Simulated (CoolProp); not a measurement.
Vapour-liquid equilibrium of n-heptane (1) + ethylbenzene (2) at 0.133 MPa; x and y are mole fractions of (1).

Model: multi-fluid Helmholtz-energy mixture model, Span 2003 and Zhou 2012; pair parameters Bell 2016, in CoolProp.

Give the bubble temperature and the first vapour's composition at x = 0.05, 0.2, 0.35. Is there an azeotrope?

x = 0.05: 142.4 °C, y = 0.142; x = 0.2: 132.5 °C, y = 0.430; x = 0.35: 125.6 °C, y = 0.605. No azeotrope shows between x = 0.05 and 0.95.

Pair parameters are fitted to limited data, so mixtures are less certain than the pure fluids.
